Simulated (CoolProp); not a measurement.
A single-stage vapour-compression cycle with R22: evaporating at 210.15 K (dew point), condensing at 279.15 K (bubble point), superheat 5 K, subcooling 0 K, compressor efficiency 0.9, no pressure losses. Each further row changes one setting.

Values from CoolProp's reference Helmholtz-energy equation of state, Kamei 1995.

```json
[
 {"case": "as stated", "cooling COP": "2.04", "pressure ratio": "19.1", "discharge temperature (K)": "356.1", "refrigerating effect (kJ/kg)": "173", "volumetric capacity (kJ/m³)": "267"},
 {"case": "evaporating temperature 215.15 K", "cooling COP": "2.31", "pressure ratio": "14.3", "discharge temperature (K)": "___", "refrigerating effect (kJ/kg)": "175", "volumetric capacity (kJ/m³)": "___"},
 {"case": "condensing temperature 274.15 K", "cooling COP": "2.26", "pressure ratio": "___", "discharge temperature (K)": "___", "refrigerating effect (kJ/kg)": "179", "volumetric capacity (kJ/m³)": "276"},
 {"case": "subcooling 5 K", "cooling COP": "___", "pressure ratio": "19.1", "discharge temperature (K)": "356.1", "refrigerating effect (kJ/kg)": "179", "volumetric capacity (kJ/m³)": "276"},
 {"case": "superheat 15 K", "cooling COP": "___", "pressure ratio": "19.1", "discharge temperature (K)": "___", "refrigerating effect (kJ/kg)": "179", "volumetric capacity (kJ/m³)": "___"},
 {"case": "compressor efficiency 0.8", "cooling COP": "1.81", "pressure ratio": "19.1", "discharge temperature (K)": "370.0", "refrigerating effect (kJ/kg)": "173", "volumetric capacity (kJ/m³)": "267"}
]
```

Problem. Fill in the missing entries.

Solution. 
- evaporating temperature 215.15 K, discharge temperature (K): 347.8
- evaporating temperature 215.15 K, volumetric capacity (kJ/m³): 354
- condensing temperature 274.15 K, pressure ratio: 16.3
- condensing temperature 274.15 K, discharge temperature (K): 347.6
- subcooling 5 K, cooling COP: 2.11
- superheat 15 K, cooling COP: 2.02
- superheat 15 K, discharge temperature (K): 368.5
- superheat 15 K, volumetric capacity (kJ/m³): 263
